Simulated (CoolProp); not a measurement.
1000 sccm (0 °C, 1 atm) of nitrogen bubbles through liquid dimethyl carbonate at 347.1 K and leaves saturated at a total pressure of 0.15 MPa (ideal gas phase). Each further row changes one setting.

Model: reference Helmholtz-energy equation of state, Zhou 2011, in CoolProp.

```
case                      vapour pressure (kPa)  mole fraction of vapour  delivery (mg/min)  delivery (sccm)  change of delivery for a bath 1 K warmer (%)
------------------------  ---------------------  -----------------------  -----------------  ---------------  --------------------------------------------
as stated                                  58.8                      ___               2590              ___                                           ___
bath temperature 352.1 K                    ___                    0.467                ___              876                                           ___
total pressure 0.3 MPa                     58.8                      ___                980              244                                           4.5
```

Question: Fill in the missing entries.

Answer: 
- as stated, mole fraction of vapour: 0.392
- as stated, delivery (sccm): 645
- as stated, change of delivery for a bath 1 K warmer (%): 6.1
- bath temperature 352.1 K, vapour pressure (kPa): 70.1
- bath temperature 352.1 K, delivery (mg/min): 3520
- bath temperature 352.1 K, change of delivery for a bath 1 K warmer (%): 6.7
- total pressure 0.3 MPa, mole fraction of vapour: 0.196
